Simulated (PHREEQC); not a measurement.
0.39 g of hydrous ferric oxide (600 m²/g; 0.2 weak and 0.005 strong sites per Fe, Dzombak-Morel constants, diffuse double layer) in 1 kg of water with 0.01 mol/kgw of an inert sodium salt and 0.63 mmol/kgw MnCl2 and 0.016 mmol/kgw H3BO3, at 25 °C; the pH is set by adding NaOH or the inert anion's acid. The system is closed to oxygen. The system is closed to CO2. Nothing may precipitate in this run.

All values are PHREEQC results (ion-association model, wateq4f.dat), not measurements.

| pH | Mn sorbed (%) | B sorbed (%) | surface charge σ (C/m²) | surface potential ψ (mV) |
|---|---|---|---|---|
| 3 | 0.0 | 0.0 | 0.330 | 200 |
| 4 | 0.0 | 0.1 | 0.226 | 182 |
| 4.5 | 0.0 | 0.2 | 0.169 | 168 |
| 5.5 | 0.6 | 0.3 | 0.082 | 131 |
| 6 | 2.3 | 0.3 | 0.054 | 110 |
| 7 | 11.6 | 0.3 | 0.022 | 68 |
| 8 | 48.1 | 0.1 | 0.015 | 52 |
| 8.5 | 61.8 | 0.1 | 0.013 | 48 |
| 9.5 | 71.9 | 0.0 | 0.012 | 43 |
| 10 | 72.9 | 0.0 | 0.011 | 41 |
| 11 | 72.8 | 0.0 | 0.008 | 30 |

Along this series the solution becomes supersaturated in solids that the run did not let form, among them Pyrochroite. The oxide is taken as insoluble; below pH 4 it would dissolve.
